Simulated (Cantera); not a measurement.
**Equilibrium for titanium nitride, carbide and oxide coatings: Ti + CH4 + H2**

Feed: 1 mol Ti, 0.14 mol CH4, 26 mol H2, at 10.0 Torr.

Cantera equilibrium calculation (NASA polynomials, part measured and part estimated; ideal gas, pure solids and liquids). Candidate condensed phases: C, C6H6, C7H8, C8H18, Ti, TiC; 77 gas species. Mutual solubility and eutectic melting of coexisting phases are not modelled. TiC: taken at fixed stoichiometry. Condensed phases not in the tables: N, O or C dissolved in the metal. The numbers say what is thermodynamically allowed, not how fast it happens.

```
T (K)  log p H2  log p H  log p Ti  n Ti(α)  n TiC(s)  n Ti(β)
-----  --------  -------  --------  -------  --------  -------
1125      -1.88    -8.29      <-13    0.860     0.140        0
1175      -1.88    -7.85    -13.41        0     0.140    0.860
1225      -1.88    -7.44    -12.57        0     0.140    0.860
1275      -1.88    -7.07    -11.80        0     0.140    0.860
1325      -1.88    -6.72    -11.09        0     0.140    0.860
1375      -1.88    -6.40    -10.42        0     0.140    0.860
1425      -1.88    -6.10     -9.81        0     0.140    0.860
1475      -1.88    -5.82     -9.24        0     0.140    0.860
1525      -1.88    -5.56     -8.71        0     0.140    0.860
```
log p: log10 of the partial pressure in bar; n: condensed amount in mol.

At 1125 K the condensed part is Ti(α) + TiC(s). From 1175 K to 1525 K the condensed part is Ti(β) + TiC(s).
